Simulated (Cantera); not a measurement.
**Adiabatic ignition**

An adiabatic, constant-pressure homogeneous reactor starts with 27.4 % H₂, 15.2 % O₂, 57.3 % N₂, equivalence ratio 0.90, at 1275 K and 7500 Torr.

Computed with Cantera and GRI-Mech 3.0 (53 species, 325 reactions). The hydrogen kinetics of GRI-Mech 3.0 are dated; newer H2 mechanisms differ, most at raised pressure.

```csv
t (s),T (K),x H₂,x O₂,x NO₂,x O,x H₂O,x HO₂
2.00e-6,1275,0.274,0.152,<1e-12,1.40e-7,3.43e-6,2.90e-6
6.70e-6,1420,0.246,0.139,1.28e-10,0.00111,0.0270,0.000520
2.24e-5,2913,0.0202,0.0208,5.88e-7,0.00381,0.276,1.87e-5
7.52e-5,2909,0.0205,0.0197,2.24e-6,0.00366,0.277,1.79e-5
0.000252,2901,0.0210,0.0177,5.05e-6,0.00337,0.277,1.63e-5
0.000844,2898,0.0212,0.0170,6.06e-6,0.00326,0.277,1.57e-5
0.00283,2898,0.0212,0.0170,6.07e-6,0.00326,0.277,1.57e-5
0.00948,2898,0.0212,0.0170,6.07e-6,0.00326,0.277,1.57e-5
0.0317,2898,0.0212,0.0170,6.07e-6,0.00326,0.277,1.57e-5
0.106,2898,0.0212,0.0170,6.07e-6,0.00326,0.277,1.57e-5
0.356,2898,0.0212,0.0170,6.07e-6,0.00326,0.277,1.57e-5
1.19,2898,0.0212,0.0170,6.07e-6,0.00326,0.277,1.57e-5
4.00,2898,0.0212,0.0170,6.07e-6,0.00326,0.277,1.57e-5
```
x: mole fraction; the columns are a selection and need not sum to one.

```json
{
  "time_of_steepest_temperature_rise": "7.06 µs",
  "temperature at 4.00 s": "2898 K",
  "equilibrium_temperature": "2898 K",
  "x(H₂) at 4.00 s": "0.0212 (gas-phase equilibrium 0.0212)",
  "x(O₂) at 4.00 s": "0.0170 (gas-phase equilibrium 0.0170)",
  "x(NO₂) at 4.00 s": "6.07e-6 (gas-phase equilibrium 6.07e-6)"
}
```
